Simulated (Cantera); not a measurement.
A closed system holds: 1 mol CH4, 1.8 mol CO2, at 1130 Torr.

These are equilibrium values from Cantera (NASA tables, ideal gas, pure condensed phases), not measurements of a reactor. Candidate condensed phases: C, C6H6, C7H8, C8H18, H2O; 131 gas species. Ions and electrons are included (thermal ionisation). Kinetics and transport are ignored. All values below are at 3477 °C.

Base state: CO 0.446, H 0.296, H2 0.131, O 0.0457, OH 0.0354, H2O 0.0299, CO2 0.0118, O2 0.00397 (mole fractions); condensed: gas only.

**Question.** What changes in the equilibrium state with this change: CO2 from 1.8 to 0.13 mol?

**Answer.** 
```json
[
 {"species": "H", "before": "0.296", "after": "0.469"},
 {"species": "H2", "before": "0.131", "after": "0.329"},
 {"species": "CO", "before": "0.446", "after": "0.0815"},
 {"species": "C2H2 (acetylene)", "before": "<1e-9", "after": "0.0460"},
 {"species": "C3", "before": "<1e-9", "after": "0.0296"},
 {"species": "C2H", "before": "<1e-9", "after": "0.0262"},
 {"species": "CO2", "before": "0.0118", "after": "6.09e-9"},
 {"species": "O", "before": "0.0457", "after": "1.29e-7"},
 {"species": "OH", "before": "0.0354", "after": "1.58e-7"},
 {"species": "H2O", "before": "0.0299", "after": "2.12e-7"},
 {"species": "C2", "before": "<1e-9", "after": "0.00551"},
 {"species": "O2", "before": "0.00397", "after": "<1e-9"},
 {"species": "C4H2", "before": "<1e-9", "after": "0.00267"},
 {"species": "C5", "before": "<1e-9", "after": "0.00132"},
 {"species": "C2H2 (vinylidene)", "before": "<1e-9", "after": "0.000567"}
]
```
